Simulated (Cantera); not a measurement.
## Ignition delay

Mixture: CH4 : H2 : O2 : N2 = 1 : 0.7 : 2.35 : 8.84 (molar parts), at 1.80 bar, adiabatic and at constant volume. Ignition delay is the time to a rise of 400 K.

Computed with Cantera and GRI-Mech 3.0 (53 species, 325 reactions).

| T0 (K) | delay (ms) |
|---|---|
| 1175 | 1.03 |
| 1225 | 0.679 |
| 1275 | 0.458 |
| 1325 | 0.315 |
| 1375 | 0.222 |
| 1425 | 0.159 |
| 1475 | 0.117 |
| 1525 | 0.0872 |
| 1575 | 0.0664 |
| 1625 | 0.0514 |

```yaml
apparent activation energy between 1525 and 1625 K: 110 kJ/mol
```
